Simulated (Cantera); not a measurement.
Mixture: 16.3 % CH₄, 14.8 % O₂, 55.7 % N₂, 13.2 % H₂O, equivalence ratio 2.2, at 101000 Pa, adiabatic and at constant volume. Ignition delay is the time to a rise of 400 K.

Computed with Cantera and GRI-Mech 3.0 (53 species, 325 reactions).

Task: Predict: delay at 1100 K; delay at 1150 K; delay at 1200 K; delay at 1250 K; delay at 1300 K; delay at 1350 K; delay at 1400 K; apparent activation energy between 1300 and 1400 K.

Result: delay at 1100 K: 0.385 s
delay at 1150 K: 0.184 s
delay at 1200 K: 91.4 ms
delay at 1250 K: 46.6 ms
delay at 1300 K: 24.3 ms
delay at 1350 K: 12.9 ms
delay at 1400 K: 6.94 ms
apparent activation energy between 1300 and 1400 K: 190 kJ/mol
